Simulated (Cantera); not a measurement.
Standard-state values (1 bar) from the NASA 1993 polynomials, evaluated with Cantera. Values are per mole of reaction as written; species without (g) are pure solids or liquids, kept so even where they would boil at 1 bar. TaC: taken at fixed stoichiometry.

Problem. Between 925 and 1925 K, where is each reaction favourable under standard conditions?
- CO(g) + Ta + N(g) → TaC + NO(g)

Solution. 
- CO(g) + Ta + N(g) → TaC + NO(g): ΔG° is -285 kJ at 925 K and -145 kJ at 1925 K; it stays negative (K > 1). ΔH° is -410 kJ and ΔS° -138 J/K at 1925 K.
